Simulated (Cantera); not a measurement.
What does this Cantera script print?

```python
import numpy as np
import cantera as ct

gas_names = """
    C2H5OH CH4 KOH
""".split()
cond_names = """
    K(cr) K(L) C(gr)
""".split()


def load(file, names, dense=False):
    # The tables refer to 1 bar. Condensed volumes are neglected.
    table = {s.name: s for s in ct.Species.list_from_file(file)}
    out = []
    for n in names:
        d = dict(table[n].input_data)
        d["thermo"] = dict(d["thermo"], **{"reference-pressure": 1e5})
        if dense:
            d["equation-of-state"] = {"model": "constant-volume", "density": "1e6 g/cm^3"}
        out.append(ct.Species.from_dict(d))
    return out


species = {s.name: s for s in load("nasa_gas.yaml", gas_names) + load("nasa_condensed.yaml", cond_names)}
# Each term lists the table entries of one substance; the one whose range holds T is used.
reactions = {
    '4 C2H5OH(g) + 4 K = 5 CH4(g) + 4 KOH(g) + 3 C':
        [(-4, ['C2H5OH']), (-4, ['K(cr)', 'K(L)']), (5, ['CH4']), (4, ['KOH']), (3, ['C(gr)'])],
}


def pick(names, T):
    return next(species[n] for n in names if species[n].thermo.min_temp <= T <= species[n].thermo.max_temp)


results = []
for label, terms in reactions.items():
    print(label)
    print("     T/K   dH/kJ  dS/(J/K)   dG/kJ   log10 K")
    for T in [448, 473, 498, 523, 548, 573, 598]:
        used = [(nu, pick(names, T)) for nu, names in terms]
        dH = sum(nu * s.thermo.h(T) for nu, s in used) / 1e6
        dS = sum(nu * s.thermo.s(T) for nu, s in used) / 1e3
        dG = dH - T * dS / 1e3
        logK = -dG * 1e6 / (ct.gas_constant * T * np.log(10))
        results.append((label, T, dH, dS, dG, logK, [s.name for _, s in used]))
        print(f"{T:8g} {dH:8.1f} {dS:8.1f} {dG:8.1f} {logK:8.2f}")
```

Result:

```
4 C2H5OH(g) + 4 K = 5 CH4(g) + 4 KOH(g) + 3 C
     T/K   dH/kJ  dS/(J/K)   dG/kJ   log10 K
     448   -373.4    485.3   -590.8    68.89
     473   -373.8    484.4   -603.0    66.59
     498   -374.3    483.4   -615.1    64.51
     523   -374.9    482.3   -627.1    62.63
     548   -375.5    481.2   -639.2    60.92
     573   -376.2    480.0   -651.2    59.36
     598   -376.9    478.7   -663.2    57.93
```

Source: NASA polynomial tables (part measured, part estimated), evaluated in Cantera. Condensed species are held in their standard states even where they would react or evaporate.
